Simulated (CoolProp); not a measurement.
Neopentane along the isotherm 550 K: fugacity coefficient from the reference equation and from simpler models built on Tc = 433.7 K, pc = 3.196 MPa, ω = 0.196; each cubic takes its own stable root.

Model: reference Helmholtz-energy equation of state, Lemmon 2006, in CoolProp. It is a short technical equation, of lower accuracy than the large ones.

```csv
p (MPa),phase,reference
0.2,gas,0.9904
0.4,gas,0.9809
0.599,gas,0.9715
0.799,gas,0.9621
0.999,gas,0.9528
1.2,gas,0.9435
1.4,gas,0.9343
1.6,gas,0.9252
```

### Question
How far does each simpler model (Redlich-Kwong, Soave-Redlich-Kwong) lie from the reference over these 8 states: mean and median of the absolute difference, and the worst?

### Answer
- Redlich-Kwong: mean 0.4 %, median 0.4 %, worst -0.7 % at 550 K and 1.6 MPa
- Soave-Redlich-Kwong: mean 0.2 %, median 0.2 %, worst +0.4 % at 550 K and 1.6 MPa
